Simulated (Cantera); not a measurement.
NO annealing gas

An isothermal, constant-pressure homogeneous reactor starts with NO : N2 = 1 : 2.5 (molar parts), at 1573 K and 1.48 atm.

Cantera simulation using GRI-Mech 3.0 (53 species, 325 reactions); the numbers are that mechanism's predictions, not measurements.

```csv
t (s),x NO,x N2O,x O,x NO2,x O2,x N2
0.000800,0.286,2.13e-6,2.97e-8,2.26e-6,2.15e-9,0.714
0.00337,0.286,8.01e-6,5.52e-8,1.05e-5,4.28e-8,0.714
0.0142,0.286,2.19e-5,1.71e-7,5.23e-5,2.16e-6,0.714
0.0600,0.285,2.98e-5,3.88e-7,0.000140,8.13e-5,0.714
0.253,0.284,2.97e-5,4.47e-7,0.000162,0.000603,0.715
1.07,0.280,2.88e-5,6.01e-7,0.000218,0.00278,0.717
4.50,0.262,2.52e-5,9.96e-7,0.000344,0.0114,0.726
19.0,0.207,1.57e-5,1.73e-6,0.000478,0.0387,0.753
80.0,0.108,4.32e-6,2.57e-6,0.000373,0.0884,0.803
```
x: mole fraction; the columns are a selection and need not sum to one.

Equilibrium at this temperature and pressure: NO 0.00148, N2O 1.14e-7, O 3.24e-6, NO2 6.45e-6, O2 0.142, N2 0.856 (gas phase only).
